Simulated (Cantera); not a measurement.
## Diamond growth

A diamond (100) surface in a fixed gas of H2 with x(CH4) = 0.006, x(H) = 0.00024, x(CH3) = 1.7e-05, 29000 Pa; coverages are run to steady state.

Cantera simulation using the Harris–Goodwin 1993 mechanism for the reconstructed diamond (100) surface; the numbers are that mechanism's predictions, not measurements.

| T (K) | growth (µm/h) | θ c6HH | θ c6H* | θ c6*H | θ c6** | θ c6HM |
|---|---|---|---|---|---|---|
| 900 | 1.37 | 0.650 | 0.00967 | 0.271 | 0.00356 | 0.0529 |
| 950 | 1.73 | 0.618 | 0.0131 | 0.311 | 0.00511 | 0.0405 |
| 1000 | 1.96 | 0.588 | 0.0170 | 0.348 | 0.00680 | 0.0290 |
| 1050 | 1.83 | 0.565 | 0.0212 | 0.379 | 0.00845 | 0.0179 |
| 1100 | 1.33 | 0.548 | 0.0255 | 0.403 | 0.00986 | 0.00866 |
| 1150 | 0.784 | 0.536 | 0.0295 | 0.418 | 0.0108 | 0.00336 |
| 1200 | 0.449 | 0.531 | 0.0330 | 0.423 | 0.0113 | 0.00116 |
| 1250 | 0.290 | 0.532 | 0.0360 | 0.419 | 0.0113 | 0.000392 |
| 1300 | 0.212 | 0.540 | 0.0384 | 0.410 | 0.0110 | 0.000135 |
| 1350 | 0.156 | 0.553 | 0.0401 | 0.396 | 0.0104 | 4.76e-5 |
| 1400 | 0.0992 | 0.571 | 0.0413 | 0.378 | 0.00972 | 1.75e-5 |
θ: site fractions in the mechanism's names (c6HH fully hydrogenated, c6H* and c6*H radical sites, c6** diradical, c6HM methylated).
